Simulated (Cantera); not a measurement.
# Equilibrium for boron, boron nitride and boron oxide: BF3 + O2 + H2

Input: 1 mol BF3, 0.062 mol O2, 22 mol H2, at 925 K and 13.0 mbar.

These are equilibrium values from Cantera (NASA tables, ideal gas, pure condensed phases), not measurements of a reactor. Candidate condensed phases: B, B2O3, B3O3H3, H2O; 43 gas species. Equilibrium is a limit: real reactors are often held back by kinetics, nucleation or transport.

```yaml
x(H2): 0.950
x(BF3): 0.0390
x(HF): 0.00884
x(B3O3F3): 0.00146
x(H2O): 0.000964
x(BOF): 3.48e-5
x(BHF2): 6.90e-6
gas_amount: 23.03 mol
log10 activity of B(s) (absent): -8.27
log10 activity of B3O3H3(s) (absent): -17.36
```
